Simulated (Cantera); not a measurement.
Input: 1 mol HCl, 3.2 mol H2, 0.082 mol O2, held at 3052 °C and 101000 Pa.

Cantera equilibrium calculation (NASA polynomials, part measured and part estimated; ideal gas, pure solids and liquids). Candidate condensed phases: H2O; 14 gas species. Kinetics and transport are ignored.

Base state: H2 0.497, H 0.272, HCl 0.145, Cl 0.0532, H2O 0.0249, OH 0.00568, O 0.00184, O2 3.59e-5 (mole fractions); condensed: gas only.

### Question
What changes in the equilibrium state with this change: H2 from 3.2 to 0.038 mol?

### Answer
```tsv
species	before	after
HCl	0.145	0.365
Cl	0.0532	0.339
H	0.272	0.108
H2	0.497	0.0778
O	0.00184	0.0239
OH	0.00568	0.0291
H2O	0.0249	0.0505
O2	3.59e-5	0.00601
ClO	2.58e-6	0.000213
Cl2	1.14e-5	0.000464
```
